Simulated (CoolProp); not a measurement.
A simple Rankine cycle with water: condensing at 322.15 K, boiler at 2.12 MPa, turbine inlet 493.6 K, turbine efficiency 0.8, pump efficiency 0.8, no recuperator. Each further row changes one setting.

Computed with CoolProp (reference Helmholtz-energy equation of state, Wagner 2002).

```csv
case,thermal efficiency (%),net work (kJ/kg),heat in (kJ/kg),turbine exit temperature (K),volume ratio over the turbine
as stated,24.0,627,2610,322.2,109
turbine inlet 513.6 K,24.1,?,?,322.2,?
condensing temperature 314.15 K,25.1,?,2640,314.1,?
boiler pressure 1.48 MPa,?,599,2650,322.2,75.7
turbine efficiency 0.7,21.0,?,2610,322.2,?
```

Problem. Complete the blanks.

Solution. 
- turbine inlet 513.6 K, net work (kJ/kg): 644
- turbine inlet 513.6 K, heat in (kJ/kg): 2660
- turbine inlet 513.6 K, volume ratio over the turbine: 105
- condensing temperature 314.15 K, net work (kJ/kg): 664
- condensing temperature 314.15 K, volume ratio over the turbine: 160
- boiler pressure 1.48 MPa, thermal efficiency (%): 22.7
- turbine efficiency 0.7, net work (kJ/kg): 548
- turbine efficiency 0.7, volume ratio over the turbine: 114

The expansion ends wet for: as stated; turbine inlet 513.6 K; condensing temperature 314.15 K; boiler pressure 1.48 MPa; turbine efficiency 0.7.
